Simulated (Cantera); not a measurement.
Mixture: CH4 : O2 : N2 = 1 : 1.33 : 5.01 (molar parts), equivalence ratio 1.5, at 1000000 Pa, adiabatic and at constant pressure. Ignition delay is the time to a rise of 400 K.

Model: GRI-Mech 3.0 (53 species, 325 reactions), integrated in Cantera.

Question: At T0 = 1350 K, what is the delay, and which 7 reactions control it most (d ln τ / d ln k, from doubling and halving each rate constant)?

Answer: The delay is 1.04 ms.
```json
[
 {"reaction": "2 CH3 (+M) <=> C2H6 (+M)", "d ln τ / d ln k": "0.52", "faster rate": "lengthens it"},
 {"reaction": "CH3 + O2 <=> CH3O + O", "d ln τ / d ln k": "-0.36", "faster rate": "shortens it"},
 {"reaction": "CH3 + O2 <=> CH2O + OH", "d ln τ / d ln k": "-0.30", "faster rate": "shortens it"},
 {"reaction": "CH2O + O2 <=> HCO + HO2", "d ln τ / d ln k": "-0.30", "faster rate": "shortens it"},
 {"reaction": "CH3 + HO2 <=> CH3O + OH", "d ln τ / d ln k": "-0.29", "faster rate": "shortens it"},
 {"reaction": "CH4 + H <=> CH3 + H2", "d ln τ / d ln k": "0.23", "faster rate": "lengthens it"},
 {"reaction": "H + O2 <=> O + OH", "d ln τ / d ln k": "-0.20", "faster rate": "shortens it"}
]
```
